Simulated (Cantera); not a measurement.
An isothermal, constant-pressure homogeneous reactor starts with CH3OH : O2 : N2 = 0.006 : 0.0093 : 1 (molar parts), equivalence ratio 0.97, at 1575 K and 7.80 atm.

Computed with Cantera and GRI-Mech 3.0 (53 species, 325 reactions). GRI-Mech 3.0 was tuned for natural gas; its chemistry of methanol as a main component is partial and can be far from experiment.

**Question.** Predict: x(O2) at 2.00 s; x(H2) at 2.00 s; x(HO2) at 2.00 s; x(NO) at 2.00 s; x(N2O) at 2.00 s.

**Answer.** 
- x(O2) at 2.00 s = 0.000292 (gas-phase equilibrium 0.000260)
- x(H2) at 2.00 s = 1.22e-6 (gas-phase equilibrium 1.29e-6)
- x(HO2) at 2.00 s = 1.34e-9 (gas-phase equilibrium 1.23e-9)
- x(NO) at 2.00 s = 6.05e-6 (gas-phase equilibrium 6.85e-5)
- x(N2O) at 2.00 s = 1.37e-8 (gas-phase equilibrium 1.29e-8)
